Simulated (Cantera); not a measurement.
Charge: 1 mol borazine, 1.6 mol H2O, 29 mol N2, at 1300 K and 9.75 Torr.

These are equilibrium values from Cantera (NASA tables, ideal gas, pure condensed phases), not measurements of a reactor. Candidate condensed phases: B, BN, B2O3, B3O3H3, H2O; 39 gas species. The feed counts by its element totals alone. Mutual solubility and eutectic melting of coexisting phases are not modelled. Kinetics and transport are ignored.

Base state: N2 0.865, H2 0.134, HBO2 0.000432, H2O 0.000256, HBO 2.94e-5, B2O3 1.43e-5 (mole fractions); condensed: BN(s) + B2O3(l).

Problem. What changes in the equilibrium state with this change: borazine replaced by B?

Solution. 
| species | before | after |
|---|---|---|
| N2 | 0.865 | 0.947 |
| H2 | 0.134 | 0.0490 |
| H2O | 0.000256 | 0.00258 |
| HBO2 | 0.000432 | 0.00137 |
| HBO | 2.94e-5 | 3.38e-6 |
| B2O3 | 1.43e-5 | 1.43e-5 |
| BN(s), mol | 1.94 | 0 |
| B2O3(l), mol | 0.520 | 0.479 |
